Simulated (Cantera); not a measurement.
What does this Cantera script print?

```python
import numpy as np
import cantera as ct

gas = ct.Solution("gri30.yaml")


def delay(T, t_max=10):
    gas.TPX = T, 500000, {'CH4': 1, 'O2': 3.33, 'N2': 12.5}
    reactor = ct.IdealGasReactor(gas, clone=False)
    net = ct.ReactorNet([reactor])
    net.rtol, net.atol = 1e-8, 1e-16
    while net.time < t_max:
        t_old, T_old = net.time, reactor.T
        net.step()
        if reactor.T > T + 400:  # ignition: a rise of 400 K
            return t_old + (T + 400 - T_old) / (reactor.T - T_old) * (net.time - t_old)
    return np.nan


taus = []
for T in [1225, 1300, 1375, 1450, 1525, 1600, 1675, 1750]:
    taus.append(delay(T))
    print(f"T0 = {T:6g} K   tau = {taus[-1]:.4e} s")
```

It prints:

```
T0 =   1225 K   tau = 5.4339e-03 s
T0 =   1300 K   tau = 2.1753e-03 s
T0 =   1375 K   tau = 9.3114e-04 s
T0 =   1450 K   tau = 4.2496e-04 s
T0 =   1525 K   tau = 2.0665e-04 s
T0 =   1600 K   tau = 1.0712e-04 s
T0 =   1675 K   tau = 5.9127e-05 s
T0 =   1750 K   tau = 3.4620e-05 s
```

Model: GRI-Mech 3.0 (53 species, 325 reactions), integrated in Cantera.
